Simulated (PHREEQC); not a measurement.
Solution (90 °C and 300 atm): 33 mmol/kgw HF, 3.9 mmol/kgw NaF and 93 mmol/kgw (NH4)2SiF6. Closed to the air; pH follows from the charge balance.

Equilibrium calculation in PHREEQC: ion-association model, phreeqc.dat.

Each row changes one thing in this solution. Precipitation was switched off in this run.

| case | pH | ionic strength (mol/kgw) | HF (mol/kgw) | F- (mol/kgw) | HF2- (mol/kgw) | NaF (mol/kgw) |
|---|---|---|---|---|---|---|
| as made | 2.74 | 0.285 | 0.0304 | 0.00585 | 0.000652 | 5.12e-6 |
| diluted 5-fold with water | ___ | 0.0557 | 0.0125 | 0.00487 | 0.000226 | 1.22e-6 |
| (NH4)2SiF6 left out | 2.83 | 0.00549 | 0.0308 | 0.00492 | 0.000567 | 8.31e-6 |
| NaF replaced by Na2SiF6 at the same molality | 2.56 | 0.294 | 0.0301 | 0.00380 | 0.000419 | 6.61e-6 |
| HF left out | 3.42 | ___ | 0.0105 | 0.00970 | 0.000374 | 8.52e-6 |
| (NH4)2SiF6 from 0.093 to 0.14 mol/kgw | 2.72 | 0.426 | 0.0303 | 0.00605 | 0.000661 | 4.77e-6 |

Question: Some entries are withheld; supply them.

Answer: 
- diluted 5-fold with water, pH: 3.15
- HF left out, ionic strength (mol/kgw): 0.281

Complexes and solids missing from the database can't appear. Some of these states are supersaturated (in Quartz (slow to form), Chalcedony (slow to form), for instance). Under pressure, the constants of complexes without a molar volume in the database are unreliable. Away from 25 °C the constants follow the database's enthalpies or fits; those with neither stay at their 25 °C values. SiF6-2 is the database's only silicon fluoride.
